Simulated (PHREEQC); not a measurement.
1 kg of water holding 0.036 mol Na2SO4 and 0.007 mol NaCl is evaporated at 50 °C; the solids stay in contact with the brine. CO2 from the air is kept out. Solids allowed: Halite, Mirabilite, Thenardite. Others were left out.

Base run: PHREEQC, Pitzer model, pitzer.dat. Each further column changes one thing. The table gives water activity.

```
H2O removed (mol)   base  temperature from 50 to 75 °C  temperature from 50 to 5 °C
-----------------  -----  ----------------------------  ---------------------------
0                  0.998                         0.998                        0.998
24.69              0.997                         0.997                        0.997
41.44              0.993                         0.993                        0.993
47.7               0.988                         0.988                        0.989
51.94              0.976                         0.976                        0.982
53.53              0.958                         0.958                        0.980
54.6               0.907                         0.907                        0.968
55.01              0.876                         0.886                        0.902
```

At this temperature some constants are extrapolated from 25 °C, and those without enthalpy data are left unchanged.
